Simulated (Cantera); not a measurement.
A closed system holds: 1 mol BN, 2 mol NF₃, 0.61 mol H₂, equilibrated at 1000 Pa.

Method: chemical equilibrium by Gibbs-energy minimisation in Cantera with the NASA 1993 tables (ideal gas, pure condensed phases). Candidate condensed phases: B, BN; 31 gas species. Equilibrium is a limit: real reactors are often held back by kinetics, nucleation or transport. All values below are at 950 K.

Base state: N₂ 0.297, HF 0.242, BF₃ 0.198, F 0.174, F₂ 0.0891, NF₃ 0.000134 (mole fractions); condensed: gas only.

Problem. What changes in the equilibrium state with this change: NF₃ from 2 to 2.8 mol?

Solution. 
```
species    before     after
-------  --------  --------
N₂          0.297     0.269
F           0.174     0.243
F₂         0.0891     0.174
HF          0.242     0.173
BF₃         0.198     0.142
NF₃      0.000134  0.000347
```
